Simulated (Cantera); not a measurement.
An isothermal, constant-pressure homogeneous reactor starts with NH₃ : H₂ = 1 : 12 (molar parts), at 1500 K and 0.0263 atm. Integrator tolerance rtol = 1e-08.

Model: the gas-phase N/H chemistry of the illustrative SiF4/NH3 mechanism in the Surface Chemkin manual (1991), integrated in Cantera. Walls and surfaces, which speed up NH3 decomposition in real reactors, are not modelled.

Task: What does this change do: H2 12 to 4.4 parts?

Result: 
```csv
quantity,before,after
x(NH₃) at 60.0 s,0.0741 (gas-phase equilibrium 2.91e-7),0.174 (gas-phase equilibrium 4.03e-7)
x(H₂) at 60.0 s,0.925 (gas-phase equilibrium 0.964),0.821 (gas-phase equilibrium 0.922)
x(NH₂) at 60.0 s,1.09e-5 (gas-phase equilibrium 7.10e-11),2.09e-5 (gas-phase equilibrium 1.00e-10)
x(H) at 60.0 s,6.18e-5 (gas-phase equilibrium 0.000107),4.47e-5 (gas-phase equilibrium 0.000104)
x(NH) at 60.0 s,7.04e-8 (gas-phase equilibrium <1e-12),1.09e-7 (gas-phase equilibrium 1.10e-12)
x(N) at 60.0 s,3.91e-9 (gas-phase equilibrium <1e-12),4.90e-9 (gas-phase equilibrium <1e-12)
```
